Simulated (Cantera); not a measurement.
# Aluminium nitride and oxide growth: Al(CH3)3 + NH3 + H2

Feed: 1 mol Al(CH3)3, 130 mol NH3, 6.7 mol H2, held at 0.133 bar.

Method: chemical equilibrium by Gibbs-energy minimisation in Cantera with the NASA 1993 tables (ideal gas, pure condensed phases). Candidate condensed phases: Al, AlN, C, C6H6, C7H8, C8H18; 97 gas species. The feed counts by its element totals alone. Equilibrium is a limit: real reactors are often held back by kinetics, nucleation or transport.

```csv
T (°C),x H2,x N2,x HCN,x CH4,x H,x C2H2 (acetylene),n AlN(s),n C(graphite)
875,0.759,0.239,1.74e-5,0.00183,1.71e-7,2.82e-8,1.00,2.50
925,0.760,0.239,3.10e-5,0.00124,4.54e-7,7.52e-8,1.00,2.66
975,0.761,0.238,5.29e-5,0.000860,1.12e-6,1.85e-7,1.00,2.75
1025,0.761,0.238,8.65e-5,0.000615,2.56e-6,4.25e-7,1.00,2.81
1075,0.761,0.238,0.000136,0.000451,5.53e-6,9.15e-7,1.00,2.84
1125,0.761,0.238,0.000208,0.000337,1.13e-5,1.87e-6,1.00,2.85
1175,0.761,0.238,0.000308,0.000258,2.20e-5,3.62e-6,1.00,2.84
1225,0.761,0.238,0.000444,0.000200,4.11e-5,6.71e-6,1.000,2.82
1275,0.761,0.238,0.000625,0.000158,7.36e-5,1.19e-5,1.000,2.78
1325,0.761,0.238,0.000860,0.000127,0.000127,2.05e-5,1.000,2.72
1375,0.761,0.238,0.00116,0.000103,0.000213,3.40e-5,1.000,2.63
1425,0.760,0.237,0.00154,8.51e-5,0.000345,5.48e-5,1.000,2.52
1475,0.760,0.237,0.00201,7.08e-5,0.000546,8.58e-5,0.999,2.37
1525,0.759,0.237,0.00258,5.96e-5,0.000840,0.000131,0.996,2.19
```
x: gas mole fraction; n: condensed amount in mol.

From 875 °C to 1525 °C the condensed part is AlN(s) + C(graphite).
